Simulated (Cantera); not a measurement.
S + SO2 + O2 (abatement and gas-phase synthesis)

Charge: 1 mol S, 0.28 mol SO2, 0.086 mol O2, equilibrated at 2525 °C and 3000000 Pa.

Equilibrium computed with Cantera from the NASA thermochemical tables; the gas is ideal and each condensed phase is pure. Candidate condensed phases: S; 10 gas species. Kinetics and transport are ignored.

The x(S2) comes out as 0.462, the x(SO2) is 0.332 and the x(SO) is 0.157. The x(S2O) is 0.0318. The x(S) is 0.0167, the x(O2) is 0.000101 and the x(O) is 9.90e-5. The x(SO3) is 2.12e-5. The gas amount is 0.8572 mol and the log10 activity of S(l) (absent) is -1.27.
